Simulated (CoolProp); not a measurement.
A Linde-Hampson liquefier for carbon monoxide: isothermal reversible compression at 300 K from 1 atm to 40 MPa, throttling to 1 atm, return gas leaving the recuperator 2 K below the feed. Each further row changes one setting.

Model: reference Helmholtz-energy equation of state, Lemmon 2006, in CoolProp. It is a short technical equation, of lower accuracy than the large ones.

```csv
case,liquid yield per pass,compression work (kJ/kg of gas)
as stated,0.101,539
high pressure 80 MPa,0.062,629
warm-end temperature 330 K,0.074,597
warm-end gap 7 K,0.090,539
```
